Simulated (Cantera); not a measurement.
Cantera run, input and output.

```python
import numpy as np
import cantera as ct

gas = ct.Solution("gri30.yaml")
gas.TPX = 650, 500000, {'CH4': 1, 'O2': 2.22, 'N2': 9.11, 'H2O': 0.63}
flame = ct.FreeFlame(gas, width=0.013)
flame.set_refine_criteria(ratio=3, slope=0.08, curve=0.16)
flame.transport_model = "mixture-averaged"
flame.solve(loglevel=0, auto=True)
flame.transport_model = "multicomponent"
flame.soret_enabled = False
flame.solve(loglevel=0, refine_grid=True)
z, T = flame.grid, flame.T
thick = (T[-1] - T[0]) / np.gradient(T, z).max()
show = ['CH4', 'O2', 'H2O', 'C2H6', 'NO', 'OH']
print(f"laminar burning velocity  {flame.velocity[0] * 100:.3f} cm/s")
print(f"burnt temperature         {T[-1]:.1f} K")
print(f"thermal thickness         {thick * 1e3:.4f} mm")
print(f"grid points               {len(z)}")
z0 = z[flame.heat_release_rate.argmax()]
print(f"{'z/mm':>9s}{'T/K':>9s}{'u/(m/s)':>9s}" + "".join(f"{s:>11s}" for s in show))
rows = []
for k in (-3, -2, -1.5, -1, -0.5, -0.25, 0, 0.25, 0.5, 1, 2, 4, 8):
    zz = z0 + k * thick
    rows.append([k * thick, np.interp(zz, z, T), np.interp(zz, z, flame.velocity),
                 *(np.interp(zz, z, flame.X[gas.species_index(s)]) for s in show)])
    print(f"{rows[-1][0] * 1e3:9.3f}{rows[-1][1]:9.1f}{rows[-1][2]:9.3f}" + "".join(f"{x:11.3e}" for x in rows[-1][3:]))
```

It prints:

```
laminar burning velocity  55.018 cm/s
burnt temperature         2223.0 K
thermal thickness         0.1363 mm
grid points               134
     z/mm      T/K  u/(m/s)        CH4         O2        H2O       C2H6         NO         OH
   -0.409    650.9    0.551  7.704e-02  1.711e-01  4.875e-02  1.053e-07  1.204e-09  5.155e-12
   -0.273    656.9    0.557  7.660e-02  1.705e-01  4.968e-02  1.378e-06  1.066e-08  3.658e-10
   -0.204    674.9    0.573  7.544e-02  1.690e-01  5.226e-02  7.564e-06  4.518e-08  4.724e-09
   -0.136    763.1    0.651  7.011e-02  1.619e-01  6.334e-02  6.232e-05  2.943e-07  1.187e-07
   -0.068   1128.6    0.971  4.747e-02  1.291e-01  1.035e-01  4.749e-04  2.584e-06  7.861e-06
   -0.034   1482.3    1.281  2.465e-02  9.309e-02  1.399e-01  6.147e-04  6.158e-06  1.231e-04
    0.000   1833.2    1.586  4.298e-03  5.241e-02  1.745e-01  5.362e-05  1.172e-05  1.740e-03
    0.034   1985.3    1.709  1.308e-04  3.254e-02  1.865e-01  5.211e-08  1.816e-05  5.171e-03
    0.068   2051.5    1.758  2.481e-06  2.664e-02  1.896e-01  2.291e-11  2.227e-05  5.946e-03
    0.136   2123.0    1.812  1.640e-09  2.253e-02  1.933e-01 -6.697e-16  2.725e-05  5.386e-03
    0.273   2179.2    1.854  1.049e-13  1.983e-02  1.972e-01 -7.045e-17  3.336e-05  4.219e-03
    0.545   2210.9    1.878  1.755e-15  1.836e-02  1.996e-01 -9.339e-18  4.095e-05  3.259e-03
    1.090   2221.2    1.885  7.425e-17  1.788e-02  2.004e-01 -1.739e-18  5.198e-05  2.877e-03
```

Model: GRI-Mech 3.0 (53 species, 325 reactions), integrated in Cantera. Burning velocities carry a grid error of a few per cent, more on coarse grids.
